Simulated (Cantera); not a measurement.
Feed: 1 mol Si, a varied amount of HBr, 0.55 mol H2, at 5.80 Pa.

Points: T (K) = 1198, 1248, 1298, 1348, 1398, 1448, 1498, 1548, 1598, 1648; n(HBr) (mol) = 1.5, 1.9, 2.3, 2.9, 3.6, 4.4, 5.4, 6.7, 8.3, 10, 13.

Cantera's Mixture.equilibrate('TP', solver="vcs", rtol=1e-11, max_steps=5000) on the NASA tables stopped like this:

```
ERROR: FAILURE its = 5001!

*******************************************************************************
CanteraError thrown by MultiPhase::equilibrate:
VCS solver failed. Return code: -1
*******************************************************************************
```

Q: What got this run through?

A: This is not unique; one that fits is The failure is numerical, not chemical. The same input converged with solver="gibbs", rtol=1e-10, max_steps=50000, and the result passed a check of the equilibrium conditions:
```
   1198        1.5  Si(cr)
   1198        1.9  Si(cr)
   1198        2.3  Si(cr)
   1198        2.9  Si(cr)
   1198        3.6  gas only
   1198        4.4  gas only
   1198        5.4  gas only
   1198        6.7  gas only
   1198        8.3  gas only
   1198         10  gas only
   1198         13  gas only
   1248        1.5  Si(cr)
   1248        1.9  Si(cr)
   1248        2.3  Si(cr)
   1248        2.9  Si(cr)
   1248        3.6  gas only
   1248        4.4  gas only
   1248        5.4  gas only
   1248        6.7  gas only
   1248        8.3  gas only
   1248         10  gas only
   1248         13  gas only
   1298        1.5  Si(cr)
   1298        1.9  Si(cr)
   1298        2.3  Si(cr)
   1298        2.9  Si(cr)
   1298        3.6  gas only
   1298        4.4  gas only
   1298        5.4  gas only
   1298        6.7  gas only
   1298        8.3  gas only
   1298         10  gas only
   1298         13  gas only
   1348        1.5  Si(cr)
   1348        1.9  Si(cr)
   1348        2.3  Si(cr)
   1348        2.9  Si(cr)
   1348        3.6  gas only
   1348        4.4  gas only
   1348        5.4  gas only
   1348        6.7  gas only
   1348        8.3  gas only
   1348         10  gas only
   1348         13  gas only
   1398        1.5  Si(cr)
   1398        1.9  Si(cr)
   1398        2.3  Si(cr)
   1398        2.9  Si(cr)
   1398        3.6  gas only
   1398        4.4  gas only
   1398        5.4  gas only
   1398        6.7  gas only
   1398        8.3  gas only
   1398         10  gas only
   1398         13  gas only
   1448        1.5  Si(cr)
   1448        1.9  Si(cr)
   1448        2.3  Si(cr)
   1448        2.9  Si(cr)
   1448        3.6  gas only
   1448        4.4  gas only
   1448        5.4  gas only
   1448        6.7  gas only
   1448        8.3  gas only
   1448         10  gas only
   1448         13  gas only
   1498        1.5  Si(cr)
   1498        1.9  Si(cr)
   1498        2.3  Si(cr)
   1498        2.9  Si(cr)
   1498        3.6  gas only
   1498        4.4  gas only
   1498        5.4  gas only
   1498        6.7  gas only
   1498        8.3  gas only
   1498         10  gas only
   1498         13  gas only
   1548        1.5  Si(cr)
   1548        1.9  Si(cr)
   1548        2.3  Si(cr)
   1548        2.9  Si(cr)
   1548        3.6  gas only
   1548        4.4  gas only
   1548        5.4  gas only
   1548        6.7  gas only
   1548        8.3  gas only
   1548         10  gas only
   1548         13  gas only
   1598        1.5  Si(cr)
   1598        1.9  Si(cr)
   1598        2.3  Si(cr)
   1598        2.9  Si(cr)
   1598        3.6  gas only
   1598        4.4  gas only
   1598        5.4  gas only
   1598        6.7  gas only
   1598        8.3  gas only
   1598         10  gas only
   1598         13  gas only
   1648        1.5  Si(cr)
   1648        1.9  Si(cr)
   1648        2.3  Si(cr)
   1648        2.9  Si(cr)
   1648        3.6  Si(cr)
   1648        4.4  gas only
   1648        5.4  gas only
   1648        6.7  gas only
   1648        8.3  gas only
   1648         10  gas only
   1648         13  gas only
```

The gas is ideal and each condensed phase is pure. The tables' values for SiBr3 are old estimates.
